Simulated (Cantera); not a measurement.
An adiabatic, constant-volume homogeneous reactor starts with 2.45 % C₃H₈, 16.4 % O₂, 61.6 % N₂, 19.6 % H₂O, at 1025 K and 100000 Pa.

Model: GRI-Mech 3.0 (53 species, 325 reactions), integrated in Cantera. GRI-Mech 3.0 was tuned for natural gas; its chemistry of propane as a main component is partial and can be far from experiment.

Problem. Predict: time of steepest temperature rise; temperature at 1.00 s; equilibrium temperature; x(O₂) at 1.00 s; x(H₂O) at 1.00 s; x(OH) at 1.00 s; x(HCO) at 1.00 s.

Solution. 
| Item | Result |
|---|---|
| time of steepest temperature rise | 0.345 s |
| temperature at 1.00 s | 2396 K |
| equilibrium temperature | 2396 K |
| x(O₂) at 1.00 s | 0.0375 (gas-phase equilibrium 0.0375) |
| x(H₂O) at 1.00 s | 0.277 (gas-phase equilibrium 0.277) |
| x(OH) at 1.00 s | 0.00896 (gas-phase equilibrium 0.00896) |
| x(HCO) at 1.00 s | 1.07e-9 (gas-phase equilibrium 1.07e-9) |
